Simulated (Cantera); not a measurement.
Feed: 1 mol BN, 74 mol HCl, 2.6 mol N2, held at 1100 K and 0.100 bar.

Equilibrium computed with Cantera from the NASA thermochemical tables; the gas is ideal and each condensed phase is pure. Candidate condensed phases: B, BN, NH4Cl; 21 gas species. Gases not in the tables: BHCl2. The numbers say what is thermodynamically allowed, not how fast it happens.

Base state: HCl 0.933, N2 0.0394, H2 0.0164, BCl3 0.0109 (mole fractions); condensed: BN(s).

Task: What changes in the equilibrium state with this change: temperature from 1100 K to 1198.15 K?

Result: 
```tsv
species	before	after
HCl	0.933	0.927
N2	0.0394	0.0405
H2	0.0164	0.0196
BCl3	0.0109	0.0131
BN(s), mol	0.164	0
```
